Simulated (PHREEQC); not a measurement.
**City or well water: an equilibrium model**

Model water analysis in mg/L, 75 °C, pH 6.28, pe 8.1: Na 32.9; K 0.0628; Ca 4.86; Mg 1.96; Cl 2.23; S(6) as SO4 15.7; Alkalinity as HCO3 88; Li 0.0188.

Valence states are taken as typed.

The numbers come from PHREEQC with the ion-association model, wateq4f.dat.

```
Property                       Result
--------------------  ---------------
ionic strength        0.00216 mol/kgw
charge-balance error            0.2 %
```

| species | molality | activity | log γ |
|---|---|---|---|
| CO2 | 0.00150 | 0.00150 | 0.000 |
| HCO3- | 0.00144 | 0.00136 | -0.024 |
| Na+ | 0.00143 | 0.00135 | -0.025 |
| SO4-2 | 0.000154 | 0.000123 | -0.097 |
| Ca+2 | 0.000115 | 9.23e-5 | -0.097 |
| Mg+2 | 7.39e-5 | 5.92e-5 | -0.096 |
| Cl- | 6.29e-5 | 5.94e-5 | -0.025 |
| MgSO4 | 5.14e-6 | 5.14e-6 | 0.000 |
| CaSO4 | 3.37e-6 | 3.38e-6 | 0.000 |
| Li+ | 2.71e-6 | 2.56e-6 | -0.024 |
| CaHCO3+ | 2.42e-6 | 2.29e-6 | -0.024 |
| K+ | 1.60e-6 | 1.51e-6 | -0.025 |
| MgHCO3+ | 1.53e-6 | 1.45e-6 | -0.025 |
| NaSO4- | 1.15e-6 | 1.09e-6 | -0.024 |
| NaHCO3 | 1.03e-6 | 1.03e-6 | 0.000 |

Precipitation was switched off in this run. Complexes and solids missing from the database can't appear. Constants without temperature data keep their 25 °C values here.
